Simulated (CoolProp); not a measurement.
A simple Rankine cycle with n-perfluorobutane: condensing at 311.15 K, boiler at 1.35 MPa, turbine inlet 400.4 K, turbine efficiency 0.8, pump efficiency 0.7, no recuperator. Each further row changes one setting.

Computed with CoolProp (reference Helmholtz-energy equation of state, Gao 2022).

| case | thermal efficiency (%) | net work (kJ/kg) | heat in (kJ/kg) | turbine exit temperature (K) | volume ratio over the turbine |
|---|---|---|---|---|---|
| as stated | 6.8 | … | 159 | 380.4 | 3.76 |
| turbine inlet 420.4 K | … | 11.7 | 179 | 400.8 | … |
| condensing temperature 303.15 K | 7.8 | … | 168 | 377.2 | … |
| boiler pressure 0.945 MPa | 5.0 | … | 163 | 387.3 | 2.49 |
| turbine efficiency 0.7 | 5.9 | 9.31 | 159 | 381.9 | … |

Problem. Fill in the missing entries.

Solution. 
- as stated, net work (kJ/kg): 10.8
- turbine inlet 420.4 K, thermal efficiency (%): 6.5
- turbine inlet 420.4 K, volume ratio over the turbine: 3.64
- condensing temperature 303.15 K, net work (kJ/kg): 13.1
- condensing temperature 303.15 K, volume ratio over the turbine: 4.80
- boiler pressure 0.945 MPa, net work (kJ/kg): 8.11
- turbine efficiency 0.7, volume ratio over the turbine: 3.78
